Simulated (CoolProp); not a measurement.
Computed with CoolProp (reference Helmholtz-energy equation of state, Leachman 2009).

Q: Give the vapour pressure (MPa), liquid density (kg/m³), liquid cp (kJ/(kg K)) of saturated normal hydrogen at 27, 31.7 K.

A: 
| T (K) | p (MPa) | liquid density (kg/m³) | liquid cp (kJ/(kg K)) |
|---|---|---|---|
| 27 | 0.478 | 61.3 | 16.0 |
| 31.7 | 1.05 | 48.6 | 46.7 |
